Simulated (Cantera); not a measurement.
Cantera run, input and output.

```python
import numpy as np
import cantera as ct

gas = ct.Solution("gri30.yaml")
gas.TPX = 1000, 13000, {'CO': 0.0053, 'O2': 0.015, 'H2O': 0.00073, 'N2': 1}
reactor = ct.IdealGasConstPressureReactor(gas, energy="off", clone=False)
net = ct.ReactorNet([reactor])
net.rtol, net.atol = 1e-08, 1e-18
show = ['CO', 'O2', 'H2O', 'CO2', 'NO', 'N2O']
times = np.geomspace(4e-05, 7, 15)

steps = ct.SolutionArray(gas, extra=["t"])
rows = []
print(f"{'t/s':>10s}{'T/K':>9s}{'P/Pa':>11s}" + "".join(f"{s:>11s}" for s in show))
for t in times:
    while net.time < t:
        t_next = net.step()
        steps.append(gas.state, t=t_next)
    rows.append([np.interp(t, steps.t, y) for y in (steps.T, steps.P, *steps(*show).X.T)])
    print(f"{t:10.3e}{rows[-1][0]:9.1f}{rows[-1][1]:11.4g}" + "".join(f"{x:11.3e}" for x in rows[-1][2:]))
rate = np.gradient(steps.T, steps.t)
print("integrator steps:", len(steps.t))
if steps.T.max() > steps.T[0] + 200:
    print(f"time of steepest temperature rise: {steps.t[rate.argmax()]:.4e} s")
gas.TPX = 1000, 13000, {'CO': 0.0053, 'O2': 0.015, 'H2O': 0.00073, 'N2': 1}
gas.equilibrate("TP")
print(f"equilibrium (TP): T = {gas.T:.1f} K  " + "  ".join(f"{s} {gas[s].X[0]:.3e}" for s in show))
```

Result:

```
       t/s      T/K       P/Pa         CO         O2        H2O        CO2         NO        N2O
 4.000e-05   1000.0    1.3e+04  5.191e-03  1.469e-02  7.150e-04  4.265e-13  5.038e-26  2.735e-20
 9.475e-05   1000.0    1.3e+04  5.191e-03  1.469e-02  7.150e-04  1.010e-12  3.023e-25  1.314e-19
 2.244e-04   1000.0    1.3e+04  5.191e-03  1.469e-02  7.150e-04  2.394e-12  1.946e-24  6.892e-19
 5.316e-04   1000.0    1.3e+04  5.191e-03  1.469e-02  7.150e-04  5.674e-12  1.260e-23  3.721e-18
 1.259e-03   1000.0    1.3e+04  5.191e-03  1.469e-02  7.150e-04  1.347e-11  7.782e-23  2.042e-17
 2.982e-03   1000.0    1.3e+04  5.191e-03  1.469e-02  7.150e-04  3.220e-11  4.605e-22  1.139e-16
 7.064e-03   1000.0    1.3e+04  5.191e-03  1.469e-02  7.150e-04  7.902e-11  2.654e-21  6.395e-16
 1.673e-02   1000.0    1.3e+04  5.191e-03  1.469e-02  7.150e-04  2.140e-10  1.569e-20  3.731e-15
 3.964e-02   1000.0    1.3e+04  5.191e-03  1.469e-02  7.150e-04  7.818e-10  1.085e-19  2.537e-14
 9.388e-02   1000.0    1.3e+04  5.191e-03  1.469e-02  7.150e-04  6.316e-09  1.394e-18  2.925e-13
 2.224e-01   1000.0    1.3e+04  5.190e-03  1.469e-02  7.149e-04  4.915e-07  1.081e-15  2.331e-11
 5.267e-01   1000.0    1.3e+04  3.331e-03  1.370e-02  6.820e-04  1.864e-03  1.319e-08  5.512e-08
 1.248e+00   1000.0    1.3e+04  6.421e-04  1.243e-02  7.090e-04  4.560e-03  3.222e-08  1.101e-07
 2.955e+00   1000.0    1.3e+04  1.137e-04  1.218e-02  7.150e-04  5.090e-03  3.505e-08  1.295e-07
 7.000e+00   1000.0    1.3e+04  1.904e-05  1.214e-02  7.163e-04  5.185e-03  3.566e-08  1.378e-07
integrator steps: 1136
equilibrium (TP): T = 1000.0 K  CO 8.035e-12  O2 1.212e-02  H2O 7.168e-04  CO2 5.204e-03  NO 8.438e-06  N2O 2.791e-10
```

Model: GRI-Mech 3.0 (53 species, 325 reactions), integrated in Cantera.
